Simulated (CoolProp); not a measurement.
A simple Rankine cycle with R236FA: condensing at 320.15 K, boiler at 1.73 MPa, turbine inlet 372.9 K, turbine efficiency 0.9, pump efficiency 0.6, no recuperator. Each further row changes one setting.

Computed with CoolProp (reference Helmholtz-energy equation of state, Pan 2012).

| case | thermal efficiency (%) | net work (kJ/kg) | heat in (kJ/kg) | turbine exit temperature (K) | volume ratio over the turbine |
|---|---|---|---|---|---|
| as stated | 9.0 | 14.6 | 162 | 336.5 | 3.76 |
| turbine inlet 392.9 K | 8.9 | 16.7 | 187 | 359.9 | 3.52 |
| condensing temperature 312.15 K | 10.4 | 17.9 | 172 | 330.9 | 4.79 |
| boiler pressure 1.21 MPa | 6.6 | 11.5 | 173 | 350.8 | 2.38 |
| turbine efficiency 0.8 | 7.9 | 12.8 | 162 | 338.4 | 3.80 |
